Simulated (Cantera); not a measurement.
Mixture: 21.9 % H2, 16.4 % O2, 61.7 % N2, equivalence ratio 0.67, at 300000 Pa, adiabatic and at constant pressure. Ignition delay is the time to a rise of 400 K.

Model: GRI-Mech 3.0 (53 species, 325 reactions), integrated in Cantera. The hydrogen kinetics of GRI-Mech 3.0 are dated; newer H2 mechanisms differ, most at raised pressure.

Predict: delay at 950 K; delay at 1000 K; delay at 1050 K; delay at 1100 K; delay at 1150 K; delay at 1200 K; delay at 1250 K; apparent activation energy between 1150 and 1250 K.


| Quantity | Result |
|---|---|
| delay at 950 K | 58.1 ms |
| delay at 1000 K | 11.5 ms |
| delay at 1050 K | 1.26 ms |
| delay at 1100 K | 69.5 µs |
| delay at 1150 K | 30.4 µs |
| delay at 1200 K | 19.1 µs |
| delay at 1250 K | 13.7 µs |
| apparent activation energy between 1150 and 1250 K | 96 kJ/mol |
